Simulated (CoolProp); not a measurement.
Values from CoolProp's reference Helmholtz-energy equation of state, Leachman 2009.

Question: For normal hydrogen, give the phase and the cp (kJ/(kg K)), Prandtl number at 70.5 K and 0.483 MPa; 70.5 K and 2.5 MPa.

Answer: 
- 70.5 K and 0.483 MPa: gas; cp 10.9, Prandtl number 0.668
- 70.5 K and 2.5 MPa: supercritical; cp 12.4, Prandtl number 0.718

Viscosity comes from a separate model (Muzny 2013). Thermal conductivity comes from a separate model (Assael 2011).
